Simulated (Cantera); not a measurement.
## Thermodynamics of carbothermic reduction, feed Cu₂O + C + N₂

A closed system holds: 1 mol Cu₂O, a varied amount of C, 0.22 mol N₂, equilibrated at 948.15 K and 10000 Pa.

Equilibrium computed with Cantera from the NASA thermochemical tables; the gas is ideal and each condensed phase is pure. Candidate condensed phases: C, Cu, CuO, Cu₂O; 27 gas species. The numbers say what is thermodynamically allowed, not how fast it happens.

At 0.7 mol C the condensed part is Cu(s). From 1.3 mol C to 7.6 mol C the condensed part is C(graphite) + Cu(s).

```csv
n(C) (mol),x CO,x CO₂,x N₂,n Cu(s),n C(graphite)
0.7,0.435,0.326,0.239,2.00,0
1.3,0.714,0.0891,0.196,2.00,0.400
2,0.714,0.0891,0.196,2.00,1.10
2.6,0.714,0.0891,0.196,2.00,1.70
3.2,0.714,0.0891,0.196,2.00,2.30
3.8,0.714,0.0891,0.196,2.00,2.90
4.5,0.714,0.0891,0.196,2.00,3.60
5.1,0.714,0.0891,0.196,2.00,4.20
5.7,0.714,0.0891,0.196,2.00,4.80
6.3,0.714,0.0891,0.196,2.00,5.40
7,0.714,0.0891,0.196,2.00,6.10
7.6,0.714,0.0891,0.196,2.00,6.70
```
x: gas mole fraction; n: condensed amount in mol.
